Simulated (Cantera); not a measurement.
## Equilibrium for carbothermic reduction: PbO + C + H2 + CO

Charge: 1 mol PbO, 0.79 mol C, 17 mol H2, 3.6 mol CO.

Equilibrium computed with Cantera from the NASA thermochemical tables; the gas is ideal and each condensed phase is pure. Candidate condensed phases: C, C6H6, C7H8, C8H18, H2O, Pb, PbO, PbO2, Pb3O4; 113 gas species. Rates play no part.

Stable condensed phases:

```
T in °C \ P in Pa
              10      36     130     460    1700    6000   22000   77000  280000 1000000
   1977        A       A       A       A       A       A       A       A       A       A
   1877        A       A       A       A       A       A       A       A       A       A
   1777        A       A       A       A       A       A       A       A       A       A
   1677        A       A       A       A       A       A       A       A       A       A
   1577        A       A       A       A       A       A       A       A       A       B
   1477        A       A       A       A       A       A       A       A       A       B
   1377        A       A       A       A       A       A       A       A       B       B
   1277        A       A       A       A       A       A       A       A       B       B
   1177        A       A       A       A       A       A       A       B       B       B
   1077        A       A       A       A       A       A       B       B       B       B
    977        A       A       A       A       A       B       B       B       B       B
    877        A       A       A       A       B       B       B       B       B       B
```

A: gas only; B: Pb.
